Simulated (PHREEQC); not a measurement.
Make-up at 20 °C: 12 mmol/kgw NiSO4, 10 mmol/kgw CuCl2 and 2.7 mmol/kgw NaH2PO4. Closed to the air; pH follows from the charge balance.

Computed with PHREEQC (ion-association model, wateq4f.dat).

```json
[
 {"quantity": "pH", "before": "4.80", "after": "4.35"},
 {"quantity": "ionic strength (mol/kgw)", "before": "0.0615", "after": "0.0567"},
 {"quantity": "Cu+2 (mol/kgw)", "before": "0.00765", "after": "0.00608"},
 {"quantity": "SO4-2 (mol/kgw)", "before": "0.00735", "after": "0.00690"},
 {"quantity": "NiSO4 (mol/kgw)", "before": "0.00240", "after": "0.00291"},
 {"quantity": "CuSO4 (mol/kgw)", "before": "0.00220", "after": "0.00206"},
 {"quantity": "SI of Atacamite (Cu2(OH)3Cl)", "before": "+0.13", "after": "+1.14"},
 {"quantity": "SI of Tenorite (CuO)", "before": "-0.66", "after": "+0.49"}
]
```

Question: What was changed between the two runs?
A. 0.0013 mol/kgw Mg(NO3)2 added
B. 0.012 mol/kgw H2SO4 added
C. CuCl2 from 0.01 to 0.011 mol/kgw
D. temperature from 20 to 90 °C
E. temperature from 20 to 35 °C

Answer: D, temperature from 20 to 90 °C

Precipitation was switched off in this run. Some of these states are supersaturated (in Cu3(PO4)2:3H2O, Antlerite, Atacamite, for instance). H3PO4, which wateq4f.dat lacks, is added to it with the constant of phreeqc.dat. Constants without temperature data keep their 25 °C values here. The database has no phosphate complexes of Cu, Ni.
